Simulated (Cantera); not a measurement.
Mixture: 5.41 % CH4, 15.3 % O2, 77.9 % N2, 1.46 % C2H6, at 170000 Pa, adiabatic and at constant volume. Ignition delay is the time to a rise of 400 K.

Computed with Cantera and GRI-Mech 3.0 (53 species, 325 reactions).

Q: Predict: delay at 1300 K; delay at 1500 K; delay at 1700 K; delay at 1900 K; delay at 2100 K; apparent activation energy between 1900 and 2100 K.

A: 
```
Property                                                 Value
--------------------------------------------------  ----------
delay at 1300 K                                       0.582 ms
delay at 1500 K                                       0.106 ms
delay at 1700 K                                        28.5 µs
delay at 1900 K                                        10.7 µs
delay at 2100 K                                        5.35 µs
apparent activation energy between 1900 and 2100 K  120 kJ/mol
```
